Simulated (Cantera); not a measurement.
Charge: 1 mol HgO, 0.17 mol O2, 0.62 mol H2, equilibrated at 573 K and 1 atm.

Equilibrium computed with Cantera from the NASA thermochemical tables; the gas is ideal and each condensed phase is pure. Candidate condensed phases: H2O, Hg, HgO; 10 gas species. Equilibrium is a limit: real reactors are often held back by kinetics, nucleation or transport.

What is the equilibrium state?


| Property | Result |
|---|---|
| x(H2O) | 0.689 |
| x(Hg) | 0.311 |
| x(O2) | 4.98e-6 |
| n(HgO(s)) | 0.720 mol |
| gas amount | 0.9000 mol |
| log10 activity of Hg(l) (absent) | -0.01 |
